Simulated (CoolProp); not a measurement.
The numbers come from the reference Helmholtz-energy equation of state, Lemmon 2022 in CoolProp.

Q: For R1234yf, give the phase and the cp (kJ/(kg K)), speed of sound (m/s), expansivity (1/kK), Prandtl number at 33.75 °C and 4.23 MPa; 89.25 °C and 4.23 MPa; 113.05 °C and 4.23 MPa.

A: 
- 33.75 °C and 4.23 MPa: liquid; cp 1.38, speed of sound 456, expansivity 3.24, Prandtl number 3.11
- 89.25 °C and 4.23 MPa: liquid; cp 1.95, speed of sound 203, expansivity 10.7, Prandtl number 2.78
- 113.05 °C and 4.23 MPa: supercritical; cp 3.09, speed of sound 101, expansivity 37.0, Prandtl number 2.25

Viscosity comes from a separate model (Bell 2016), an estimate that may be off by 10 % or more. Thermal conductivity comes from a separate model (Perkins 2011).
